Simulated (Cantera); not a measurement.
Cantera run:

```python
import numpy as np
import cantera as ct

gas_names = [...]  # 151 gases of nasa_gas.yaml made of C, H, N, O, Si
cond_names = """
    C(gr) C6H6(L) C7H8(L) C8H18(L),n-octa H2O(s) H2O(L) Si(cr) Si(L) SiC(b) SiO2(Lqz) SiO2(hqz) SiO2(L)
    Si2N2O(s) Si3N4(a)
""".split()


# ... load() reads the species with a 1 bar reference pressure and builds the phases ...
atoms = {
    'SiC': {'Si': 1, 'C': 1},
    'H2O': {'H': 2, 'O': 1},
    'N2': {'N': 2},
}
top_T = {'C(gr)': 4500, 'SiC(b)': 3050, 'Si2N2O(s)': 2100, 'Si3N4(a)': 2400}  # K; cautious upper limits of use, not melting points


# ... equilibrate(T, P, feed) seeds the gas with the atoms and calls Mixture.equilibrate('TP', solver="vcs", rtol=1e-11, max_steps=5000) ...
results = []
feed = {'SiC': 1, 'H2O': 0.28, 'N2': 64}  # mol
T = 1498.15  # K
P = 0.63  # Pa
mix = equilibrate(T, P, feed)
results.append((T, P, feed, dict(zip(mix.species_names, mix.species_moles))))
x = sorted(zip(gas.X, gas.species_names), reverse=True)
print(f"T = {T:g} K  P = {P:g} Pa  gas = {mix.phase_moles(0):.4g} mol")
print("   x: " + "  ".join(f"{s} {v:.3e}" for v, s in x if v > 1e-05))
print("   condensed (mol): " + ("  ".join(f"{mix.phase(i).name} {mix.phase_moles(i):.4g}"
      for i in range(1, mix.n_phases) if mix.phase_moles(i) > 1e-12) or "none"))
```

Output:

```
T = 1498.15 K  P = 0.63 Pa  gas = 64.59 mol
   x: N2 9.909e-01  H2 4.113e-03  CO 2.291e-03  SiO 2.044e-03  H 4.399e-04  Si 2.478e-04
   condensed (mol): SiC(b) 0.8518
```

Equilibrium computed with Cantera from the NASA thermochemical tables; the gas is ideal and each condensed phase is pure.
